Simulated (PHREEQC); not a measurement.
Na2CO3 is added in steps, without added water, to 1 kg of water holding 21 mmol/kgw NH4HS and 3.4 mmol/kgw NaOH, at 25 °C. The system is closed to oxygen. No CO2 enters from the air. The run lets Nahcolite, Natron precipitate or redissolve, and no other solid.

Base run: PHREEQC, ion-association model, wateq4f.dat. Each further column changes one thing. The table gives pH.

| Na2CO3 added (mol) | base | NaOH from 0.0034 to 0.0051 mol/kgw | no solid may form |
|---|---|---|---|
| 0 | 8.64 | 8.84 | 8.64 |
| 0.0051 | 9.11 | 9.24 | 9.11 |
| 0.00935 | 9.37 | 9.48 | 9.37 |
| 0.01445 | 9.60 | 9.69 | 9.60 |
| 0.01955 | 9.76 | 9.84 | 9.76 |
| 0.02465 | 9.88 | 9.95 | 9.88 |
| 0.0289 | 9.95 | 10.02 | 9.95 |
| 0.034 | 10.02 | 10.09 | 10.02 |

The polysulfide entries of wateq4f.dat were taken out for this run. Carbamate, which ammonia and carbonate form, is missing from the database.
